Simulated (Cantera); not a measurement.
A closed system holds: 1 mol Fe2O3, 0.31 mol O2, held at 975 °C and 1 atm.

Cantera equilibrium calculation (NASA polynomials, part measured and part estimated; ideal gas, pure solids and liquids). Candidate condensed phases: Fe, FeO, Fe2O3, Fe3O4; 5 gas species. Kinetics and transport are ignored.

Base state: O2 1.00 (mole fractions); condensed: Fe2O3(s).

Problem. What changes in the equilibrium state with this change: Fe2O3 replaced by FeS2?

Solution. 
| species | before | after |
|---|---|---|
| S2 | 0 | 0.513 |
| SO2 | 0 | 0.464 |
| S2O | 0 | 0.0220 |
| O2 | 1.00 | <1e-9 |
| SO | 0 | 0.000693 |
| Fe2O3(s), mol | 1.00 | 0 |
| FeS(s), mol | 0 | 1.00 |
FeS: taken at fixed stoichiometry. Gases not in the tables: S3 to S7. Further candidate phases: FeS, FeSO4, FeS2, Fe2(SO4)3, S.
